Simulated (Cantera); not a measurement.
SiHCl3 + N2 + NH3 (silicon nitride deposition)

Charge: 1 mol SiHCl3, 20 mol N2, 23 mol NH3.

These are equilibrium values from Cantera (NASA tables, ideal gas, pure condensed phases), not measurements of a reactor. Candidate condensed phases: NH4Cl, Si, Si3N4; 28 gas species. The tables' values for SiCl3 are old estimates. Equilibrium is a limit: real reactors are often held back by kinetics, nucleation or transport.

Question: Map the stable condensed phases over T = 452, 552, 652, 752, 852, 952, 1052, 1152, 1252, 1352, 1452, 1552, 1652, 1752 °C and P in Pa = 5, 13, 36, 98, 260, 710, 1900, 5100, 14000, 37000, 100000.

Answer: 
```
T in °C \ P in Pa
              5     13     36     98    260    710   1900   5100  14000  37000 100000
   1752       A      A      A      A      A      A      B      B      B      B      C
   1652       A      A      A      A      B      B      B      B      C      C      C
   1552       A      A      A      B      B      B      B      C      C      C      C
   1452       A      A      B      B      B      C      C      C      C      C      C
   1352       B      B      B      B      C      C      C      C      C      C      C
   1252       B      B      C      C      C      C      C      C      C      C      C
   1152       C      C      C      C      C      C      C      C      C      C      C
   1052       C      C      C      C      C      C      C      C      C      C      C
    952       C      C      C      C      C      C      C      C      C      C      C
    852       C      C      C      C      C      C      C      C      C      C      C
    752       C      C      C      C      C      C      C      C      C      C      C
    652       C      C      C      C      C      C      C      C      C      C      C
    552       C      C      C      C      C      C      C      C      C      C      C
    452       C      C      C      C      C      C      C      C      C      C      C
```
A: gas only; B: Si; C: Si3N4.
